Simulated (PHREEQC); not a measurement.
Dissolve 0.24 mol AgNO3 and 0.00035 mol Zn(NO3)2 per kg of water at 20 °C. Closed to the air; pH follows from the charge balance.

Computed with PHREEQC (ion-association model, wateq4f.dat).

```tsv
quantity	before	after
pH	6.32	6.37
AgNO3 (mol/kgw)	0.0128	0.000767
AgOH (mol/kgw)	3.34e-7	9.04e-8
SI of Ag2O (Ag2O)	-1.61	-2.79
```

Problem. Name the change that produced these shifts.
A. Zn(NO3)2 left out
B. AgNO3 from 0.24 to 0.048 mol/kgw
C. AgNO3 from 0.24 to 0.216 mol/kgw
D. AgNO3 replaced by AgF at the same molality

Solution. B, AgNO3 from 0.24 to 0.048 mol/kgw

Precipitation was switched off in this run.
